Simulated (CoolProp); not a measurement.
Vapour-liquid equilibrium of C2F6 (R116) (1) + propylene (2) at 9.65 bar; x and y are mole fractions of (1).

Model: multi-fluid Helmholtz-energy mixture model, Lemmon 2006 and Lemmon 2013; pair parameters Bell 2016, in CoolProp.

```
x     bubble temperature (°C)  y at the bubble point  dew temperature at overall composition x (°C)  liquid density (mol/L)
----  -----------------------  ---------------------  ---------------------------------------------  ----------------------
0.05                      3.8                  0.311                                           15.9                   12.51
0.15                    -11.3                  0.574                                           11.5                   12.43
0.25                    -16.9                  0.657                                            6.8                   12.05
0.35                    -19.1                  0.691                                            1.8                   11.60
0.45                    -20.3                  0.712                                           -3.7                   11.15
0.55                    -21.3                  0.734                                           -9.8                   10.74
0.65                    -22.2                  0.761                                          -16.4                   10.38
0.75                    -22.9                  0.800                                          -21.9                   10.09
0.85                    -23.3                  0.857                                          -23.3                   9.840
0.95                    -23.1                  0.942                                          -23.1                   9.624
```

y crosses x between x = 0.85 and 0.95: the model has an azeotrope there.

The pair parameters rest on a limited set of measurements; away from them the model extrapolates. With so large a gap from Raoult's law the liquid may split in two, which this calculation doesn't test in full.
